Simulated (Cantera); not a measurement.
Cantera run:

```python
import numpy as np
import cantera as ct

gas_names = """
    B BN BO BO2 B2 B2O B2O2 B2O3 N NO NO2 NO3 N2 N2O O O2 O3
""".split()
cond_names = """
    B(b) B(L) BN(s) B2O3(L)
""".split()


# ... load() reads the species with a 1 bar reference pressure and builds the phases ...
atoms = {
    'B': {'B': 1},
    'O2': {'O': 2},
    'N2': {'N': 2},
}
top_T = {'BN(s)': 3200}  # K; cautious upper limits of use, not melting points


# ... equilibrate(T, P, feed) seeds the gas with the atoms and calls Mixture.equilibrate('TP', solver="vcs", rtol=1e-11, max_steps=5000) ...
results = []
feed = {'B': 1, 'O2': 0.51, 'N2': 85}  # mol
T = 1548  # K
P = 29000  # Pa
mix = equilibrate(T, P, feed)
results.append((T, P, feed, dict(zip(mix.species_names, mix.species_moles))))
x = sorted(zip(gas.X, gas.species_names), reverse=True)
print(f"T = {T:g} K  P = {P:g} Pa  gas = {mix.phase_moles(0):.4g} mol")
print("   x: " + "  ".join(f"{s} {v:.3e}" for v, s in x if v > 1e-06))
print("   condensed (mol): " + ("  ".join(f"{mix.phase(i).name} {mix.phase_moles(i):.4g}"
      for i in range(1, mix.n_phases) if mix.phase_moles(i) > 1e-12) or "none"))
```

It prints:

```
T = 1548 K  P = 29000 Pa  gas = 84.86 mol
   x: N2 9.998e-01  B2O3 1.934e-04  B2O2 3.187e-06
   condensed (mol): BN(s) 0.3198  B2O3(L) 0.3234
```

These are equilibrium values from Cantera (NASA tables, ideal gas, pure condensed phases), not measurements of a reactor. Mutual solubility and eutectic melting of coexisting phases are not modelled.
